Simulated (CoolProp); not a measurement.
Vapour pressure (kPa) of sulfur hexafluoride: the reference equation beside estimates from Tc = 45.6 °C, pc = 3755 kPa, ω = 0.210. Clausius-Clapeyron is anchored at -30.35 °C with a constant enthalpy of vaporisation of 14.88 kJ/mol.

The numbers come from the reference Helmholtz-energy equation of state, Guder 2009 in CoolProp.

```json
[
 {"T (°C)": "-43.45", "reference": "297.8", "Clausius-Clapeyron": "319.4", "Redlich-Kwong": "?", "Soave-Redlich-Kwong": "303.5"},
 {"T (°C)": "-39.15", "reference": "352.1", "Clausius-Clapeyron": "?", "Redlich-Kwong": "484.8", "Soave-Redlich-Kwong": "359.0"},
 {"T (°C)": "-34.75", "reference": "415.2", "Clausius-Clapeyron": "424.5", "Redlich-Kwong": "561.0", "Soave-Redlich-Kwong": "423.4"},
 {"T (°C)": "-30.35", "reference": "486.3", "Clausius-Clapeyron": "486.3", "Redlich-Kwong": "645.1", "Soave-Redlich-Kwong": "496.1"},
 {"T (°C)": "-25.95", "reference": "566.2", "Clausius-Clapeyron": "554.5", "Redlich-Kwong": "737.7", "Soave-Redlich-Kwong": "577.7"},
 {"T (°C)": "-21.55", "reference": "?", "Clausius-Clapeyron": "629.4", "Redlich-Kwong": "?", "Soave-Redlich-Kwong": "669.0"},
 {"T (°C)": "-17.25", "reference": "752.6", "Clausius-Clapeyron": "?", "Redlich-Kwong": "947.4", "Soave-Redlich-Kwong": "?"},
 {"T (°C)": "-12.85", "reference": "862.5", "Clausius-Clapeyron": "?", "Redlich-Kwong": "?", "Soave-Redlich-Kwong": "880.3"}
]
```

### Question
Some entries are withheld; supply them.

### Answer

- -43.45, Redlich-Kwong: 417.8
- -39.15, Clausius-Clapeyron: 368.6
- -21.55, reference: 655.6
- -21.55, Redlich-Kwong: 839.3
- -17.25, Clausius-Clapeyron: 709.3
- -17.25, Soave-Redlich-Kwong: 768.1
- -12.85, Clausius-Clapeyron: 798.4
- -12.85, Redlich-Kwong: 1068

Absolute difference from the reference over all 8 rows, mean and median: Clausius-Clapeyron 4.2 and 4.3 %, Redlich-Kwong 31.7 and 31.5 %, Soave-Redlich-Kwong 2.0 and 2.0 %.
